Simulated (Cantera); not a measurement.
Cantera with NASA thermochemical tables; ideal gases at 1 bar, condensed phases pure. Values are per mole of reaction as written; species without (g) are pure solids or liquids, kept so even where they would boil at 1 bar.

H₂(g) + 2 CsCl → 2 Cs + 2 HCl(g)

```csv
T (K),ΔH° (kJ),ΔS° (J/K),ΔG° (kJ),log10 K,condensed phases
425,703.5,220.2,609.9,-74.96,"CsCl(s), Cs(l)"
525,…,…,…,…,"CsCl(s), Cs(l)"
625,698.7,211.2,566.7,-47.36,"CsCl(s), Cs(l)"
725,695.5,206.4,545.9,-39.33,"CsCl(s), Cs(l)"
825,…,…,…,…,"CsCl(s), Cs(l)"
925,648.5,152.3,507.6,-28.66,"CsCl(l), Cs(l)"
```

**Question.** Complete the blanks.

**Answer.** 
- 525, ΔH° (kJ): 701.4
- 525, ΔS° (J/K): 215.8
- 525, ΔG° (kJ): 588.1
- 525, log10 K: -58.51
- 825, ΔH° (kJ): 684.2
- 825, ΔS° (J/K): 191.5
- 825, ΔG° (kJ): 526.3
- 825, log10 K: -33.32
